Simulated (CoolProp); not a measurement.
Vapour-liquid equilibrium of isobutane (1) + n-butane (2) at 91.3 kPa; x and y are mole fractions of (1).

Values from CoolProp's multi-fluid Helmholtz-energy mixture model, Bücker 2006 and Bücker 2006; pair parameters Kunz 2012.

```csv
x,bubble temperature (°C),y at the bubble point,dew temperature at overall composition x (°C),liquid density (mol/L)
0.05,-3.9,0.074,-3.7,10.39
0.15,-5.2,0.211,-4.6,10.38
0.25,-6.5,0.336,-5.6,10.37
0.35,-7.7,0.450,-6.6,10.36
0.45,-8.8,0.555,-7.7,10.34
0.55,-9.9,0.651,-8.8,10.33
0.65,-11.0,0.740,-9.9,10.31
0.75,-12.0,0.821,-11.1,10.30
0.85,-13.0,0.897,-12.4,10.29
0.95,-13.9,0.967,-13.7,10.27
```

No azeotrope shows between x = 0.05 and 0.95.

The pair parameters rest on a limited set of measurements; away from them the model extrapolates.
